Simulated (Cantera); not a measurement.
A perfectly stirred reactor is fed with CH₄ : O₂ : N₂ = 1 : 2.08 : 7.83 (molar parts), at 5.00 bar; it is adiabatic with a 700 K inlet, and is followed from long to short residence time, starting on the burning branch (τ in s: 0.025, 0.012, 0.0058, 0.0028, 0.0014, 0.00068, 0.00033, 0.00016, 7.8e-05, 3.8e-05, 1.9e-05, 9.1e-06).

Detailed kinetics in Cantera: GRI-Mech 3.0 (53 species, 325 reactions).

Question: What does this change do: 0.34 parts CO2 added?

Answer: 
```csv
quantity,before,after
"blow-out, bracketed by the residence times tried","burning at 19.0 µs, out at 9.10 µs","burning at 19.0 µs, out at 9.10 µs"
x(CH₄) at τ = 25.0 ms,1.86e-6,2.42e-6
x(O₂) at τ = 25.0 ms,0.0110,0.0110
x(CH₃) at τ = 25.0 ms,1.13e-6,1.38e-6
x(C₂H₆) at τ = 25.0 ms,<1e-12,2.10e-12
x(NO) at τ = 25.0 ms,0.00324,0.00235
x(CH₄) at τ = 0.330 ms,7.92e-5,9.40e-5
x(O₂) at τ = 0.330 ms,0.0175,0.0182
x(CH₃) at τ = 0.330 ms,4.26e-5,4.59e-5
x(C₂H₆) at τ = 0.330 ms,1.53e-9,2.84e-9
x(NO) at τ = 0.330 ms,0.000440,0.000286
```

Question: What does this change do: pressure from 5.00 bar to 0.530 bar?

Answer: 
| quantity | before | after |
|---|---|---|
| blow-out, bracketed by the residence times tried | burning at 19.0 µs, out at 9.10 µs | burning at 78.0 µs, out at 38.0 µs |
| x(CH₄) at τ = 25.0 ms | 1.86e-6 | 7.93e-6 |
| x(O₂) at τ = 25.0 ms | 0.0110 | 0.0170 |
| x(CH₃) at τ = 25.0 ms | 1.13e-6 | 4.30e-6 |
| x(C₂H₆) at τ = 25.0 ms | <1e-12 | 2.87e-12 |
| x(NO) at τ = 25.0 ms | 0.00324 | 0.00151 |
| x(CH₄) at τ = 0.330 ms | 7.92e-5 | 0.000293 |
| x(O₂) at τ = 0.330 ms | 0.0175 | 0.0305 |
| x(CH₃) at τ = 0.330 ms | 4.26e-5 | 0.000104 |
| x(C₂H₆) at τ = 0.330 ms | 1.53e-9 | 3.76e-9 |
| x(NO) at τ = 0.330 ms | 0.000440 | 6.90e-5 |
